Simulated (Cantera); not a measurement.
Charge: 1 mol toluene, 0.037 mol H₂O, a varied amount of N₂, at 375 °C and 1 atm.

Equilibrium computed with Cantera from the NASA thermochemical tables; the gas is ideal and each condensed phase is pure. Candidate condensed phases: C, C₆H₆, C₇H₈, C₈H₁₈, H₂O; 136 gas species. Kinetics and transport are ignored.

Q: At 14 mol N₂, list the 5 most abundant gas species with their mole fractions, and the condensed phases.

A: N₂ 0.848, CH₄ 0.0920, H₂ 0.0578, H₂O 0.00221, NH₃ 0.000249. Condensed: C(graphite).
